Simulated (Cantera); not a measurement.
**Premixed flame**

A freely propagating, adiabatic, planar premixed flame of H2 : O2 : N2 = 1 : 0.417 : 1.71 (molar parts), equivalence ratio 1.2, unburnt at 600 K and 0.420 bar; mixture-averaged transport, grid criteria slope 0.08 and curve 0.16, no radiation.

Cantera simulation using the H2/O2 subset of GRI-Mech 3.0, which has no nitrogen chemistry; the numbers are that mechanism's predictions, not measurements. Burning velocities carry a grid error of a few per cent, more on coarse grids.

| z (mm) | T (K) | u (m/s) | x H2 | x O2 | x H2O2 | x OH | x H2O | x HO2 |
|---|---|---|---|---|---|---|---|---|
| -4.48 | 600 | 7.11 | 0.320 | 0.133 | <1e-8 | <1e-8 | <1e-8 | <1e-8 |
| -2.99 | 600 | 7.11 | 0.320 | 0.133 | <1e-8 | <1e-8 | <1e-8 | <1e-8 |
| -2.24 | 600 | 7.11 | 0.320 | 0.133 | <1e-8 | <1e-8 | <1e-8 | <1e-8 |
| -1.49 | 600 | 7.11 | 0.320 | 0.133 | <1e-8 | <1e-8 | 1.67e-8 | 2.62e-7 |
| -0.747 | 609 | 7.20 | 0.318 | 0.133 | 1.18e-6 | 3.43e-5 | 0.000454 | 0.000116 |
| -0.374 | 764 | 8.91 | 0.292 | 0.129 | 3.79e-6 | 0.000506 | 0.0140 | 8.74e-5 |
| 0 | 1187 | 13.4 | 0.168 | 0.0836 | 1.79e-6 | 0.00346 | 0.109 | 3.50e-5 |
| 0.374 | 1478 | 16.5 | 0.0755 | 0.0275 | 1.52e-6 | 0.00864 | 0.210 | 1.07e-5 |
| 0.747 | 1604 | 17.7 | 0.0665 | 0.0185 | 1.04e-6 | 0.0110 | 0.227 | 6.44e-6 |
| 1.49 | 1746 | 19.1 | 0.0684 | 0.0154 | 5.89e-7 | 0.0131 | 0.235 | 4.61e-6 |
| 2.99 | 1898 | 20.6 | 0.0700 | 0.0125 | 3.11e-7 | 0.0147 | 0.245 | 3.25e-6 |
| 5.98 | 2051 | 22.0 | 0.0698 | 0.00945 | 1.72e-7 | 0.0152 | 0.256 | 2.19e-6 |
| 12.0 | 2193 | 23.2 | 0.0681 | 0.00654 | 1.05e-7 | 0.0144 | 0.268 | 1.45e-6 |
x: mole fraction of selected species; z is measured from the peak of heat release.

The laminar burning velocity is 711 cm/s and the thermal thickness comes out as 1.49 mm. The peak x(H2O2) is 4.04e-6 and the peak x(OH) comes out as 0.0152. The peak x(HO2) is 0.000132. The grid points is 136.
